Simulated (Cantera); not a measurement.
# HMDSO + O3 + H2 + H2O (silicon oxide and oxynitride deposition)

A closed system holds: 1 mol HMDSO, 0.11 mol O3, 21 mol H2, 8.1 mol H2O, at 1.00 bar.

Cantera equilibrium calculation (NASA polynomials, part measured and part estimated; ideal gas, pure solids and liquids). Candidate condensed phases: C, C6H6, C7H8, C8H18, H2O, Si, SiC, SiO2; 123 gas species. The feed counts by its element totals alone. The tables hold silica as quartz up to 1696 K and as liquid above; real silica turns to tridymite and cristobalite and melts near 1996 K. Kinetics and transport are ignored.

From 1048 K to 1123 K the condensed part is SiO2(β-quartz). From 1148 K to 1348 K the condensed part is C(graphite) + SiO2(β-quartz).

| T (K) | x H2 | x CO | x CH4 | x H2O | x CO2 | x H | x C2H4 | x C2H2 (acetylene) | n SiO2(β-quartz) | n C(graphite) |
|---|---|---|---|---|---|---|---|---|---|---|
| 1048 | 0.835 | 0.107 | 0.0358 | 0.0190 | 0.00290 | 7.06e-9 | 3.92e-7 | 2.54e-9 | 2.00 | 0 |
| 1073 | 0.842 | 0.113 | 0.0294 | 0.0137 | 0.00199 | 1.29e-8 | 4.64e-7 | 4.91e-9 | 2.00 | 0 |
| 1098 | 0.848 | 0.117 | 0.0246 | 0.00971 | 0.00133 | 2.28e-8 | 5.59e-7 | 9.48e-9 | 2.00 | 0 |
| 1123 | 0.851 | 0.120 | 0.0211 | 0.00678 | 0.000873 | 3.93e-8 | 6.94e-7 | 1.85e-8 | 2.00 | 0 |
| 1148 | 0.856 | 0.121 | 0.0174 | 0.00499 | 0.000600 | 6.63e-8 | 7.75e-7 | 3.18e-8 | 2.00 | 0.0669 |
| 1173 | 0.859 | 0.122 | 0.0144 | 0.00373 | 0.000418 | 1.09e-7 | 8.48e-7 | 5.26e-8 | 2.00 | 0.134 |
| 1198 | 0.862 | 0.123 | 0.0119 | 0.00282 | 0.000295 | 1.76e-7 | 9.24e-7 | 8.52e-8 | 2.00 | 0.193 |
| 1223 | 0.864 | 0.124 | 0.00995 | 0.00215 | 0.000211 | 2.79e-7 | 1.00e-6 | 1.35e-7 | 2.00 | 0.244 |
| 1248 | 0.866 | 0.124 | 0.00836 | 0.00165 | 0.000152 | 4.35e-7 | 1.08e-6 | 2.11e-7 | 2.00 | 0.287 |
| 1273 | 0.867 | 0.124 | 0.00707 | 0.00128 | 0.000111 | 6.64e-7 | 1.16e-6 | 3.22e-7 | 2.00 | 0.325 |
| 1298 | 0.868 | 0.124 | 0.00601 | 0.00100 | 8.20e-5 | 9.99e-7 | 1.24e-6 | 4.85e-7 | 2.00 | 0.357 |
| 1323 | 0.869 | 0.125 | 0.00514 | 0.000794 | 6.13e-5 | 1.48e-6 | 1.33e-6 | 7.18e-7 | 2.00 | 0.384 |
| 1348 | 0.870 | 0.125 | 0.00442 | 0.000633 | 4.63e-5 | 2.16e-6 | 1.41e-6 | 1.05e-6 | 2.00 | 0.408 |
x: gas mole fraction; n: condensed amount in mol.
